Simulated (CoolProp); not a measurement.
C2F6 (R116) along the isotherm 300.9 K: fugacity coefficient from the reference equation and from simpler models built on Tc = 293.0 K, pc = 3.048 MPa, ω = 0.257; each cubic takes its own stable root.

Computed with CoolProp (reference Helmholtz-energy equation of state, Lemmon 2006). It is a short technical equation, of lower accuracy than the large ones.

| p (MPa) | phase | reference | Soave-Redlich-Kwong | Peng-Robinson |
|---|---|---|---|---|
| 0.169 | gas | 0.9832 | 0.9828 | 0.9807 |
| 0.339 | gas | 0.9664 | 0.9656 | 0.9616 |
| 0.508 | gas | 0.9497 | … | … |
| 0.677 | gas | 0.9331 | 0.9317 | 0.9241 |
| 0.847 | gas | 0.9165 | 0.9148 | 0.9055 |
| 1.02 | gas | 0.8996 | 0.8978 | … |
| 1.19 | gas | 0.8830 | … | … |
| 1.35 | gas | 0.8675 | 0.8655 | 0.8516 |
| 1.52 | gas | … | 0.8489 | 0.8337 |

What belongs in the gaps?


- 0.508, Soave-Redlich-Kwong: 0.9486
- 0.508, Peng-Robinson: 0.9427
- 1.02, Peng-Robinson: 0.8868
- 1.19, Soave-Redlich-Kwong: 0.8811
- 1.19, Peng-Robinson: 0.8686
- 1.52, reference: 0.8510
